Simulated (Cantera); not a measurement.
Feed: 1 mol Pb, 1.1 mol O2, 19 mol H2, equilibrated at 525 °C and 42.0 mbar.

Cantera equilibrium calculation (NASA polynomials, part measured and part estimated; ideal gas, pure solids and liquids). Candidate condensed phases: H2O, Pb, PbO, PbO2, Pb3O4; 12 gas species. The numbers say what is thermodynamically allowed, not how fast it happens.

Base state: H2 0.884, H2O 0.116 (mole fractions); condensed: Pb(l).

Q: What changes in the equilibrium state with this change: O2 from 1.1 to 0.013 mol?

A: 
```
species     before    after
----------  ------  -------
H2           0.884    0.999
H2O          0.116  0.00137
Pb(l), mol   1.000    1.000
```

Q: What changes in the equilibrium state with this change: O2 from 1.1 to 0.84 mol?

A: 
| species | before | after |
|---|---|---|
| H2 | 0.884 | 0.912 |
| H2O | 0.116 | 0.0884 |
| Pb(l), mol | 1.000 | 1.000 |
